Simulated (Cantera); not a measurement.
A freely propagating, adiabatic, planar premixed flame of 52.8 % H₂, 8.45 % O₂, 31.8 % N₂, 6.91 % H₂O, equivalence ratio 3.1, unburnt at 500 K and 1000000 Pa; mixture-averaged transport, grid criteria slope 0.08 and curve 0.16, no radiation.

Computed with Cantera and the H2/O2 subset of GRI-Mech 3.0, which has no nitrogen chemistry. The hydrogen kinetics of GRI-Mech 3.0 are dated; newer H2 mechanisms differ, most at raised pressure. Burning velocities carry a grid error of a few per cent, more on coarse grids.

Task: Predict: laminar burning velocity; thermal thickness; peak x(H₂O₂); peak x(OH); peak x(O).

Result: 
| Quantity | Value |
|---|---|
| laminar burning velocity | 231 cm/s |
| thermal thickness | 0.0351 mm |
| peak x(H₂O₂) | 0.000239 |
| peak x(OH) | 0.000430 |
| peak x(O) | 0.000178 |
